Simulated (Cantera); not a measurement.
# Thermodynamics of silicon etching in halogen gases, feed Si + HF + N2 + F2

Input: 1 mol Si, 3.7 mol HF, 14 mol N2, 4.8 mol F2, at 2.63 Torr.

Equilibrium computed with Cantera from the NASA thermochemical tables; the gas is ideal and each condensed phase is pure. Candidate condensed phases: Si, Si3N4; 37 gas species. The numbers say what is thermodynamically allowed, not how fast it happens.

```json
[
 {"T (°C)": "450", "log p N2": "-2.64", "log p F": "-4.37", "log p HF": "-3.22", "log p F2": "-3.45", "log p SiF4": "-3.78", "log p NF3": "-4.27"},
 {"T (°C)": "550", "log p N2": "-2.66", "log p F": "-3.67", "log p HF": "-3.23", "log p F2": "-3.48", "log p SiF4": "-3.80", "log p NF3": "-5.48"},
 {"T (°C)": "650", "log p N2": "-2.68", "log p F": "-3.27", "log p HF": "-3.25", "log p F2": "-3.81", "log p SiF4": "-3.82", "log p NF3": "-6.88"},
 {"T (°C)": "750", "log p N2": "-2.69", "log p F": "-3.13", "log p HF": "-3.27", "log p F2": "-4.44", "log p SiF4": "-3.84", "log p NF3": "-8.54"},
 {"T (°C)": "850", "log p N2": "-2.69", "log p F": "-3.10", "log p HF": "-3.27", "log p F2": "-5.13", "log p SiF4": "-3.84", "log p NF3": "-10.17"},
 {"T (°C)": "950", "log p N2": "-2.70", "log p F": "-3.10", "log p HF": "-3.27", "log p F2": "-5.75", "log p SiF4": "-3.84", "log p NF3": "-11.58"},
 {"T (°C)": "1050", "log p N2": "-2.70", "log p F": "-3.09", "log p HF": "-3.27", "log p F2": "-6.28", "log p SiF4": "-3.84", "log p NF3": "-12.79"},
 {"T (°C)": "1150", "log p N2": "-2.70", "log p F": "-3.09", "log p HF": "-3.27", "log p F2": "-6.74", "log p SiF4": "-3.84", "log p NF3": "-13.83"},
 {"T (°C)": "1250", "log p N2": "-2.70", "log p F": "-3.09", "log p HF": "-3.27", "log p F2": "-7.15", "log p SiF4": "-3.84", "log p NF3": "<-14"},
 {"T (°C)": "1350", "log p N2": "-2.70", "log p F": "-3.09", "log p HF": "-3.27", "log p F2": "-7.50", "log p SiF4": "-3.84", "log p NF3": "<-14"},
 {"T (°C)": "1450", "log p N2": "-2.70", "log p F": "-3.09", "log p HF": "-3.27", "log p F2": "-7.81", "log p SiF4": "-3.84", "log p NF3": "<-14"}
]
```
log p: log10 of the partial pressure in bar; nothing condenses.

From 450 °C to 1450 °C nothing is condensed. The main Si-bearing gas is SiF4 throughout.
